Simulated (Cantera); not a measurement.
Input: 1 mol SO₂, 3.6 mol O₂, 0.18 mol H₂, at 1125 K and 13.3 mbar.

These are equilibrium values from Cantera (NASA tables, ideal gas, pure condensed phases), not measurements of a reactor. Candidate condensed phases: H₂O, H₂SO₄, S; 19 gas species. The numbers say what is thermodynamically allowed, not how fast it happens.

Question: What is the equilibrium state?

Answer: 
```
Item                                 Value
-------------------------------  ---------
x(O₂)                                0.747
x(SO₂)                               0.204
x(H₂O)                              0.0386
x(SO₃)                              0.0100
x(OH)                              2.53e-6
gas amount                       4.667 mol
log10 activity of S(l) (absent)     -14.19
```
